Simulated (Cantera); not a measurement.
Ignition delay

Mixture: 33.7 % CO, 1.08 % H₂, 11.6 % O₂, 43.5 % N₂, 10.1 % H₂O, at 1000000 Pa, adiabatic and at constant pressure. Ignition delay is the time to a rise of 400 K.

Cantera simulation using GRI-Mech 3.0 (53 species, 325 reactions); the numbers are that mechanism's predictions, not measurements. The hydrogen kinetics of GRI-Mech 3.0 are dated; newer H2 mechanisms differ, most at raised pressure. Where the delays flatten at high temperature, the 400 K rule measures the pace of heat release, not the induction time.

| T0 (K) | delay (ms) |
|---|---|
| 1273 | 0.0489 |
| 1373 | 0.0167 |
| 1473 | 0.00847 |
| 1573 | 0.00546 |
| 1673 | 0.00401 |
| 1773 | 0.00320 |
| 1873 | 0.00270 |
| 1973 | 0.00238 |
